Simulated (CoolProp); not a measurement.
CHF3 (R23) at several states: Z from the reference equation and from simpler models built on Tc = 299.3 K, pc = 4.832 MPa, ω = 0.263; each cubic takes its own stable root.

Values from CoolProp's reference Helmholtz-energy equation of state, Penoncello 2003.

```tsv
T (K)	p (MPa)	phase	reference
303	0.0185	gas	0.9987
436.2	2.74	gas	0.9500
137.9	0.0142	liquid	0.0005300
173.7	6.4	liquid	0.2038
238.5	8.59	liquid	0.2362
```

How far does each simpler model (van der Waals, Redlich-Kwong) lie from the reference over these 5 states: mean and median of the absolute difference, and the worst?


- van der Waals: mean 37552.3 %, median 67.7 %, worst +187617.0 % at 137.9 K and 0.0142 MPa
- Redlich-Kwong: mean 12.6 %, median 19.9 %, worst +21.1 % at 238.5 K and 8.59 MPa

At some of these states van der Waals gives the other phase, because its saturation line lies elsewhere.
